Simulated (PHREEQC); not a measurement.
Consider water at 25 °C with 0.018 mol/kgw HNO3, 0.0074 mol/kgw ZnSO4 and 0.00045 mol/kgw MnSO4. Closed to the air; pH follows from the charge balance.

All values are PHREEQC results (ion-association model, phreeqc.dat), not measurements.

Question: The ionic strength comes out as 0.0383 mol/kgw. What activity coefficients do NO3-, Mn+2, H+, SO4-2, Zn+2 get?

Answer: NO3- 0.82, Mn+2 0.52, H+ 0.86, SO4-2 0.50, Zn+2 0.50.

This is a speciation only: nothing precipitates in the calculation. Species that the database lacks are ignored.
